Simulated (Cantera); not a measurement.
A perfectly stirred reactor is fed with CH₄ : H₂ : O₂ : N₂ = 1 : 0.075 : 4.63 : 17.4 (molar parts), equivalence ratio 0.44, at 3750 Torr; it is adiabatic with a 550 K inlet, and is followed from long to short residence time, starting on the burning branch (τ in s: 0.027, 0.0087, 0.0028, 0.00092, 0.0003, 9.8e-05, 3.2e-05, 1e-05, 3.4e-06).

Detailed kinetics in Cantera: GRI-Mech 3.0 (53 species, 325 reactions).

x: mole fraction; the columns are a selection and need not sum to one.

```tsv
τ (s)	T (K)	x CH₄	x H₂	x O₂	x CH₃	x CH₂CO	x C₂H₆	x C₂H₂
0.027	1565	3.89e-5	2.23e-5	0.113	5.19e-6	6.02e-8	2.49e-8	2.58e-8
0.0087	1559	8.99e-5	5.38e-5	0.113	1.14e-5	2.17e-7	9.25e-8	6.24e-8
0.0028	1542	…	…	0.114	…	…	…	…
0.00092	550	0.0433	0.00325	0.200	<1e-12	<1e-12	<1e-12	<1e-12
0.00030	550	0.0433	0.00325	0.200	<1e-12	<1e-12	<1e-12	<1e-12
9.8e-5	550	0.0433	0.00325	0.200	<1e-12	<1e-12	<1e-12	<1e-12
3.2e-5	550	0.0433	0.00325	0.200	<1e-12	<1e-12	<1e-12	<1e-12
1.0e-5	550	0.0433	0.00325	0.200	<1e-12	<1e-12	<1e-12	<1e-12
3.4e-6	550	0.0433	0.00325	0.200	<1e-12	<1e-12	<1e-12	<1e-12
```

Problem. Some entries are withheld; supply them.

Solution. 
- 0.0028, x CH₄: 0.000232
- 0.0028, x H₂: 0.000144
- 0.0028, x CH₃: 2.54e-5
- 0.0028, x CH₂CO: 8.70e-7
- 0.0028, x C₂H₆: 4.03e-7
- 0.0028, x C₂H₂: 1.51e-7
